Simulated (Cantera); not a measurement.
What does this Cantera script print?

```python
import numpy as np
import cantera as ct

gas_names = """
    CL CL2 H HCL H2 Si SiCL SiCL2 SiCL3 SiCL4 SiH SiHCL3 SiH2 SiH2CL2 SiH3 SiH3CL SiH4 Si2 Si3
""".split()
cond_names = """
    Si(cr) Si(L)
""".split()


# ... load() reads the species with a 1 bar reference pressure and builds the phases ...
atoms = {
    'SiCl4': {'Si': 1, 'CL': 4},
    'Cl2': {'CL': 2},
    'H2': {'H': 2},
}
top_T = {}  # K; cautious upper limits of use, not melting points


# ... equilibrate(T, P, feed) seeds the gas with the atoms and calls Mixture.equilibrate('TP', solver="vcs", rtol=1e-11, max_steps=5000) ...
results = []
feed = {'SiCl4': 1, 'Cl2': 2.7, 'H2': 6.5}  # mol
P = 1500000  # Pa
for T in [1348, 1373, 1398, 1423, 1448, 1473, 1498, 1523, 1548, 1573, 1598]:
    mix = equilibrate(T, P, feed)
    results.append((T, P, feed, dict(zip(mix.species_names, mix.species_moles))))
    x = sorted(zip(gas.X, gas.species_names), reverse=True)
    print(f"T = {T:g} K  P = {P:g} Pa  gas = {mix.phase_moles(0):.4g} mol")
    print("   x: " + "  ".join(f"{s} {v:.3e}" for v, s in x if v > 0.0001))
    print("   condensed (mol): " + ("  ".join(f"{mix.phase(i).name} {mix.phase_moles(i):.4g}"
          for i in range(1, mix.n_phases) if mix.phase_moles(i) > 1e-12) or "none"))
```

It prints:

```
T = 1348 K  P = 1.5e+06 Pa  gas = 10.2 mol
   x: HCL 5.337e-01  H2 3.683e-01  SiCL4 9.355e-02  SiHCL3 3.665e-03  SiCL3 7.358e-04
   condensed (mol): none
T = 1373 K  P = 1.5e+06 Pa  gas = 10.21 mol
   x: HCL 5.343e-01  H2 3.677e-01  SiCL4 9.291e-02  SiHCL3 4.045e-03  SiCL3 9.646e-04
   condensed (mol): none
T = 1398 K  P = 1.5e+06 Pa  gas = 10.21 mol
   x: HCL 5.349e-01  H2 3.671e-01  SiCL4 9.218e-02  SiHCL3 4.441e-03  SiCL3 1.250e-03
   condensed (mol): none
T = 1423 K  P = 1.5e+06 Pa  gas = 10.21 mol
   x: HCL 5.357e-01  H2 3.664e-01  SiCL4 9.135e-02  SiHCL3 4.850e-03  SiCL3 1.602e-03  SiCL2 1.112e-04
   condensed (mol): none
T = 1448 K  P = 1.5e+06 Pa  gas = 10.21 mol
   x: HCL 5.365e-01  H2 3.656e-01  SiCL4 9.041e-02  SiHCL3 5.269e-03  SiCL3 2.031e-03  SiCL2 1.677e-04
   condensed (mol): none
T = 1473 K  P = 1.5e+06 Pa  gas = 10.22 mol
   x: HCL 5.375e-01  H2 3.647e-01  SiCL4 8.934e-02  SiHCL3 5.694e-03  SiCL3 2.548e-03  SiCL2 2.486e-04
   condensed (mol): none
T = 1498 K  P = 1.5e+06 Pa  gas = 10.22 mol
   x: HCL 5.385e-01  H2 3.636e-01  SiCL4 8.814e-02  SiHCL3 6.120e-03  SiCL3 3.163e-03  SiCL2 3.624e-04
   condensed (mol): none
T = 1523 K  P = 1.5e+06 Pa  gas = 10.23 mol
   x: HCL 5.397e-01  H2 3.625e-01  SiCL4 8.677e-02  SiHCL3 6.540e-03  SiCL3 3.886e-03  SiCL2 5.198e-04
   condensed (mol): none
T = 1548 K  P = 1.5e+06 Pa  gas = 10.23 mol
   x: HCL 5.411e-01  H2 3.612e-01  SiCL4 8.523e-02  SiHCL3 6.949e-03  SiCL3 4.726e-03  SiCL2 7.337e-04
   condensed (mol): none
T = 1573 K  P = 1.5e+06 Pa  gas = 10.24 mol
   x: HCL 5.426e-01  H2 3.597e-01  SiCL4 8.351e-02  SiHCL3 7.338e-03  SiCL3 5.689e-03  SiCL2 1.019e-03  SiH2CL2 1.063e-04
   condensed (mol): none
T = 1598 K  P = 1.5e+06 Pa  gas = 10.25 mol
   x: HCL 5.444e-01  H2 3.580e-01  SiCL4 8.158e-02  SiHCL3 7.699e-03  SiCL3 6.777e-03  SiCL2 1.394e-03  SiH2CL2 1.212e-04
   condensed (mol): none
```

These are equilibrium values from Cantera (NASA tables, ideal gas, pure condensed phases), not measurements of a reactor. The tables' values for SiCl3 are old estimates; treat these amounts as uncertain.
